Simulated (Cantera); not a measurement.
Charge: 1 mol SiC, 0.16 mol Si, 0.04 mol H2, held at 2723.15 K.

Method: chemical equilibrium by Gibbs-energy minimisation in Cantera with the NASA 1993 tables (ideal gas, pure condensed phases). Candidate condensed phases: C, C6H6, C7H8, C8H18, Si, SiC; 87 gas species. Mutual solubility and eutectic melting of coexisting phases are not modelled. Gases not in the tables: Si2H6 and higher silanes. Rates play no part.

Problem. What share of the Si ends up in condensed phases as a function of P (Pa), at 1, 16, 250, 4000, 63000, 1000000?

Solution. 
```csv
P (Pa),Si condensed (%),as
1,0.0,-
16,0.0,-
250,0.0,-
4000,84.1,Si(l) + SiC(s)
63000,99.8,Si(l) + SiC(s)
1000000,100.0,Si(l) + SiC(s)
```
